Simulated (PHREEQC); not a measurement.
Make-up at 25 °C: 180 mmol/kgw Na2CO3. Closed to the air; pH follows from the charge balance.

The numbers come from PHREEQC with the ion-association model, wateq4f.dat.

```
Quantity                   Value
-----------------  -------------
pH                         11.32
ionic strength     0.339 mol/kgw
activity of water          0.992
total alkalinity      360 meq/kg
```

| species | molality | activity | log γ |
|---|---|---|---|
| Na+ | 0.261 | 0.188 | -0.143 |
| NaCO3- | 0.0991 | 0.0708 | -0.146 |
| CO3-2 | 0.0778 | 0.0203 | -0.584 |
| OH- | 0.00311 | 0.00207 | -0.178 |
| HCO3- | 0.00291 | 0.00208 | -0.146 |
| NaHCO3 | 0.000203 | 0.000219 | 0.034 |
| CO2 | 2.09e-8 | 2.26e-8 | 0.034 |

This is a speciation only: nothing precipitates in the calculation. Species that the database lacks are ignored.
